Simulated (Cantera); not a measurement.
Feed: 1 mol MgO, 0.37 mol CH₄, 0.46 mol H₂, at 10000 Pa.

Method: chemical equilibrium by Gibbs-energy minimisation in Cantera with the NASA 1993 tables (ideal gas, pure condensed phases). Candidate condensed phases: C, C₆H₆, C₇H₈, C₈H₁₈, H₂O, Mg, MgCO₃, MgO, Mg(OH)₂; 116 gas species. The numbers say what is thermodynamically allowed, not how fast it happens.

Problem. What share of the Mg ends up in condensed phases as a function of T (K), at 1300, 1350, 1400, 1450, 1500, 1550, 1600, 1650, 1700, 1750, 1800, 1850, 1900?

Solution. 
| T (K) | Mg condensed (%) | as |
|---|---|---|
| 1300 | 100.0 | MgO(s) |
| 1350 | 99.9 | MgO(s) |
| 1400 | 99.8 | MgO(s) |
| 1450 | 99.6 | MgO(s) |
| 1500 | 99.1 | MgO(s) |
| 1550 | 97.9 | MgO(s) |
| 1600 | 95.3 | MgO(s) |
| 1650 | 89.8 | MgO(s) |
| 1700 | 76.5 | MgO(s) |
| 1750 | 63.0 | MgO(s) |
| 1800 | 63.0 | MgO(s) |
| 1850 | 63.0 | MgO(s) |
| 1900 | 63.0 | MgO(s) |
